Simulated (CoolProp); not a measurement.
Vapour-liquid equilibrium of CHF3 (R23) (1) + propylene (2) at 273.2 K; x and y are mole fractions of (1).

Values from CoolProp's multi-fluid Helmholtz-energy mixture model, Penoncello 2003 and Lemmon 2013; pair parameters Bell 2016.

```csv
x,"bubble pressure, mixture model (MPa)","bubble pressure, Raoult's law (MPa)","y, mixture model","y, Raoult's law"
0.05,0.7916,0.6806,0.262,0.184
0.125,1.062,0.8241,0.458,0.379
0.2,1.291,0.9676,0.564,0.516
0.275,1.482,1.111,0.632,0.618
0.35,1.644,1.255,0.680,0.697
0.425,1.782,1.398,0.717,0.759
0.5,1.903,1.542,0.748,0.810
0.575,2.011,1.685,0.777,0.852
0.65,2.113,1.828,0.806,0.888
0.725,2.209,1.972,0.837,0.918
0.8,2.300,2.115,0.871,0.945
0.875,2.385,2.259,0.912,0.968
0.95,2.459,2.402,0.961,0.988
```

The largest gap from Raoult's law is +33.4 % in bubble pressure, at x = 0.275. No azeotrope shows between x = 0.05 and 0.95.

The pair parameters rest on a limited set of measurements; away from them the model extrapolates.
